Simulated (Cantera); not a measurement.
A perfectly stirred reactor is fed with 74.1 % CH₄, 25.9 % H₂O, at 7500 Torr; it is held at 1625 K, and followed from long to short residence time.

Detailed kinetics in Cantera: GRI-Mech 3.0 (53 species, 325 reactions). GRI-Mech 3.0 stops at C3 and has no aromatics, soot or wall deposition, so with more carbon than oxygen in the feed, carbon stays in small species such as C2H2 where larger ones or solid carbon would form.

Q: Predict: x(CH₄) at τ = 20.0 s; x(H₂O) at τ = 20.0 s; x(C₂H) at τ = 20.0 s; x(CH₂) at τ = 20.0 s; x(CH₄) at τ = 0.450 s; x(H₂O) at τ = 0.450 s; x(C₂H) at τ = 0.450 s; x(CH₂) at τ = 0.450 s.

A: 
| Quantity | Value |
|---|---|
| x(CH₄) at τ = 20.0 s | 0.204 |
| x(H₂O) at τ = 20.0 s | 0.0132 |
| x(C₂H) at τ = 20.0 s | 3.98e-9 |
| x(CH₂) at τ = 20.0 s | 3.57e-9 |
| x(CH₄) at τ = 0.450 s | 0.236 |
| x(H₂O) at τ = 0.450 s | 0.116 |
| x(C₂H) at τ = 0.450 s | 9.31e-9 |
| x(CH₂) at τ = 0.450 s | 7.12e-9 |
